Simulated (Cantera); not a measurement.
## Gas-phase reforming

An isothermal, constant-pressure homogeneous reactor starts with CH₄ : CO₂ = 1 : 1.3 (molar parts), at 2148 K and 0.990 bar.

Detailed kinetics in Cantera: GRI-Mech 3.0 (53 species, 325 reactions).

```csv
t (s),x CH₄,x CO₂,x H,x C₂H₆,x CO
0.000200,0.0308,0.216,0.00167,3.26e-5,0.205
0.000743,0.00858,0.0767,0.00203,4.56e-6,0.366
0.00276,0.00599,0.0395,0.00233,1.58e-6,0.451
0.0102,0.00250,0.0198,0.00256,2.26e-7,0.504
0.0381,0.000168,0.0141,0.00266,9.70e-10,0.520
0.141,1.08e-8,0.0139,0.00269,<1e-12,0.520
0.525,1.08e-8,0.0139,0.00269,<1e-12,0.520
1.95,1.08e-8,0.0139,0.00269,<1e-12,0.520
7.25,1.08e-8,0.0139,0.00269,<1e-12,0.520
26.9,1.08e-8,0.0139,0.00269,<1e-12,0.520
100,1.08e-8,0.0139,0.00269,<1e-12,0.520
```
x: mole fraction; the columns are a selection and need not sum to one.

Equilibrium at this temperature and pressure: CH₄ 1.22e-8, CO₂ 0.0139, H 0.00269, C₂H₆ <1e-12, CO 0.520 (gas phase only).
